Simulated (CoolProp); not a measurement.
A single-stage vapour-compression cycle with n-perfluoropentane: evaporating at 279.15 K (dew point), condensing at 332.15 K (bubble point), superheat 10 K, subcooling 2 K, compressor efficiency 0.75, no pressure losses. Each further row changes one setting.

Model: reference Helmholtz-energy equation of state, Gao 2022, in CoolProp.

| case | cooling COP | pressure ratio | discharge temperature (K) | refrigerating effect (kJ/kg) | volumetric capacity (kJ/m³) |
|---|---|---|---|---|---|
| as stated | 2.55 | 6.79 | 332.1 | 50.9 | 247 |
| evaporating temperature 284.15 K | 3.04 | 5.46 | 332.1 | 54.7 | 326 |
| condensing temperature 327.15 K | 3.03 | 5.85 | 327.2 | 56.5 | 274 |
| subcooling 7 K | 2.82 | 6.79 | 332.1 | 56.5 | 274 |
| superheat 20 K | 2.76 | 6.79 | 332.1 | 58.9 | 276 |
| compressor efficiency 0.65 | 2.21 | 6.79 | 332.1 | 50.9 | 247 |

The compression ends wet for: as stated; evaporating temperature 284.15 K; condensing temperature 327.15 K; subcooling 7 K; superheat 20 K; compressor efficiency 0.65.
